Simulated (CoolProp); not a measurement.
A simple Rankine cycle with cyclopropane: condensing at 289.15 K, boiler at 3.98 MPa, turbine inlet 383.1 K, turbine efficiency 0.6, pump efficiency 0.8, no recuperator. Each further row changes one setting.

The numbers come from the reference Helmholtz-energy equation of state, Polt 1992 in CoolProp. This equation is an older, rougher fit; its heat capacities, sound speeds and derivatives of the liquid may be far off and weren't checked against measurements.

```tsv
case	thermal efficiency (%)	net work (kJ/kg)	heat in (kJ/kg)	turbine exit temperature (K)	volume ratio over the turbine
as stated	10.6	49.9	472	292.6	7.92
turbine inlet 403.1 K	11.2	59.4	532	325.3	7.48
condensing temperature 281.15 K	11.5	56.4	490	284.7	9.95
boiler pressure 2.79 MPa	9.7	50.0	517	322.2	5.03
turbine efficiency 0.5	8.6	40.5	472	298.8	8.16
```
